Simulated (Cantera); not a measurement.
Source: NASA polynomial tables (part measured, part estimated), evaluated in Cantera. Values are per mole of reaction as written; species without (g) are pure solids or liquids, kept so even where they would boil at 1 bar.

**Question.** Between 1025 and 1825 K, where is each reaction favourable under standard conditions?
- 2 Ti₂O₃ = 4 TiO(g) + O₂(g)

**Answer.** 
- 2 Ti₂O₃ = 4 TiO(g) + O₂(g): ΔG° is 2295 kJ at 1025 K and 1623 kJ at 1825 K; it stays positive (K < 1). ΔH° is 3101 kJ and ΔS° 810 J/K at 1825 K.
